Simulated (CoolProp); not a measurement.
Vapour-liquid equilibrium of diethyl ether (1) + acetone (2) at 1.71 MPa; x and y are mole fractions of (1).

The numbers come from the multi-fluid Helmholtz-energy mixture model, Thol 2014 and Lemmon 2006; pair parameters Bell 2016 in CoolProp.

```json
[
 {"x": "0.05", "bubble temperature, mixture model (K)": "442.4", "bubble temperature, Raoult's law (K)": "443.3", "y, mixture model": "0.075", "y, Raoult's law": "0.074"},
 {"x": "0.125", "bubble temperature, mixture model (K)": "439.1", "bubble temperature, Raoult's law (K)": "441.3", "y, mixture model": "0.181", "y, Raoult's law": "0.178"},
 {"x": "0.2", "bubble temperature, mixture model (K)": "436.0", "bubble temperature, Raoult's law (K)": "439.3", "y, mixture model": "0.277", "y, Raoult's law": "0.275"},
 {"x": "0.275", "bubble temperature, mixture model (K)": "433.1", "bubble temperature, Raoult's law (K)": "437.3", "y, mixture model": "0.365", "y, Raoult's law": "0.366"},
 {"x": "0.35", "bubble temperature, mixture model (K)": "430.5", "bubble temperature, Raoult's law (K)": "435.4", "y, mixture model": "0.444", "y, Raoult's law": "0.451"},
 {"x": "0.425", "bubble temperature, mixture model (K)": "428.3", "bubble temperature, Raoult's law (K)": "433.6", "y, mixture model": "0.515", "y, Raoult's law": "0.531"},
 {"x": "0.5", "bubble temperature, mixture model (K)": "426.3", "bubble temperature, Raoult's law (K)": "431.8", "y, mixture model": "0.581", "y, Raoult's law": "0.606"},
 {"x": "0.575", "bubble temperature, mixture model (K)": "424.7", "bubble temperature, Raoult's law (K)": "430.0", "y, mixture model": "0.643", "y, Raoult's law": "0.676"},
 {"x": "0.65", "bubble temperature, mixture model (K)": "423.3", "bubble temperature, Raoult's law (K)": "428.3", "y, mixture model": "0.702", "y, Raoult's law": "0.742"},
 {"x": "0.725", "bubble temperature, mixture model (K)": "422.2", "bubble temperature, Raoult's law (K)": "426.6", "y, mixture model": "0.760", "y, Raoult's law": "0.803"},
 {"x": "0.8", "bubble temperature, mixture model (K)": "421.4", "bubble temperature, Raoult's law (K)": "425.0", "y, mixture model": "0.819", "y, Raoult's law": "0.862"},
 {"x": "0.875", "bubble temperature, mixture model (K)": "420.8", "bubble temperature, Raoult's law (K)": "423.4", "y, mixture model": "0.882", "y, Raoult's law": "0.916"},
 {"x": "0.95", "bubble temperature, mixture model (K)": "420.7", "bubble temperature, Raoult's law (K)": "421.8", "y, mixture model": "0.950", "y, Raoult's law": "0.967"}
]
```

The largest gap from Raoult's law is -5.5 K in bubble temperature, at x = 0.5. y crosses x between x = 0.875 and 0.95: the model has an azeotrope there.

Pair parameters are fitted to limited data, so mixtures are less certain than the pure fluids.
